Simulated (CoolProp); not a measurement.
Vapour-liquid equilibrium of carbon dioxide (1) + CH2F2 (R32) (2) at 1020 kPa; x and y are mole fractions of (1).

The numbers come from the multi-fluid Helmholtz-energy mixture model, Span 1996 and Tillner-Roth 1997; pair parameters Bell 2016 in CoolProp.

**Question.** Give the bubble temperature and the first vapour's composition at x = 0.05, 0.575, 0.65. Is there an azeotrope?

**Answer.** x = 0.05: 276.0 K, y = 0.150; x = 0.575: 245.7 K, y = 0.846; x = 0.65: 243.1 K, y = 0.883. No azeotrope shows between x = 0.05 and 0.95.

Pair parameters are fitted to limited data, so mixtures are less certain than the pure fluids.
